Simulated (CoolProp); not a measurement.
A closed Brayton cycle with carbon dioxide: compressor inlet 325.15 K and 9.8 MPa, high pressure 25.5 MPa, turbine inlet 725 K, compressor efficiency 0.89, turbine efficiency 0.93, recuperator effectiveness 0.8 (on enthalpy, no pinch check). Each further row changes one setting.

Values from CoolProp's reference Helmholtz-energy equation of state, Span 1996.

```csv
case,thermal efficiency (%),net work (kJ/kg),compressor to turbine work,compressor exit (K),turbine exit (K)
as stated,(withheld),72.1,0.36,390.8,614.8
turbine inlet 675 K,26.5,62.6,0.39,390.8,(withheld)
compressor inlet 335.15 K,(withheld),(withheld),0.43,(withheld),614.8
high pressure 21.7 MPa,26.4,(withheld),0.33,379.6,(withheld)
recuperator effectiveness 0.5,21.5,72.1,0.36,390.8,614.8
```

Question: Some entries are withheld; supply them.

Answer: 
- as stated, thermal efficiency (%): 28.2
- turbine inlet 675 K, turbine exit (K): 569.0
- compressor inlet 335.15 K, thermal efficiency (%): 27.1
- compressor inlet 335.15 K, net work (kJ/kg): 64.1
- compressor inlet 335.15 K, compressor exit (K): 412.3
- high pressure 21.7 MPa, net work (kJ/kg): 62.9
- high pressure 21.7 MPa, turbine exit (K): 633.0
